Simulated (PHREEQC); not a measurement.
A solution holds 18 mmol/kgw CdBr2, 26 mmol/kgw Mg(NO3)2 and 0.275 mmol/kgw MnCl2, at 25 °C. Closed to the air; pH follows from the charge balance.

The numbers come from PHREEQC with the ion-association model, phreeqc.dat.

Precipitation was switched off in this run.

Question: Estimate the pH, density, ionic strength.

Answer: pH 6.24; density 1.004 g/cm³; ionic strength 0.111 mol/kgw.

Question: In which forms is Cl present?

Answer: Cl- 80 %, CdCl+ 20 % of the Cl.

Species that the database lacks are ignored.
